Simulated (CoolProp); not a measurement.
C2F6 (R116) at 298.15 K and 1.31 MPa flows at 2 m/s in a round tube of 10 mm bore and 0.25 µm roughness, fully developed (64/Re and Nu = 3.66 if laminar; Colebrook and Gnielinski if turbulent). Each further row changes one setting.

Model: reference Helmholtz-energy equation of state, Lemmon 2006, in CoolProp. It is a short technical equation, of lower accuracy than the large ones.

| case | Reynolds number | Darcy friction factor | pressure drop (Pa/m) | heat-transfer coefficient (W/(m² K)) | mass flow (kg/h) |
|---|---|---|---|---|---|
| as stated | 119000 | 0.0175 | 301 | 350 | 48.6 |
| velocity 4 m/s | 238000 | 0.0153 | 1060 | 613 | 97.2 |
| diameter 20 mm | 238000 | 0.0152 | 131 | 304 | 194 |

Viscosity comes from a separate model (Huber 2003), an estimate that may be off by 10 % or more. Thermal conductivity comes from a separate model (Huber 2003), an estimate that may be off by 10 % or more.
